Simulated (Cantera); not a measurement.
An adiabatic, constant-volume homogeneous reactor starts with CH4 : C2H6 : C3H8 : O2 : N2 = 1 : 0.26 : 0.17 : 11.4 : 137 (molar parts), at 1150 K and 101000 Pa.

Cantera simulation using GRI-Mech 3.0 (53 species, 325 reactions); the numbers are that mechanism's predictions, not measurements. GRI-Mech 3.0 was tuned for natural gas; its chemistry of propane as a main component is partial and can be far from experiment.

Task: Predict: time of steepest temperature rise; temperature at 0.500 s; equilibrium temperature; x(OH) at 0.500 s.

Result: 
| Quantity | Result |
|---|---|
| time of steepest temperature rise | 6.58 ms |
| temperature at 0.500 s | 1532 K |
| equilibrium temperature | 1529 K |
| x(OH) at 0.500 s | 3.21e-5 (gas-phase equilibrium 3.14e-5) |
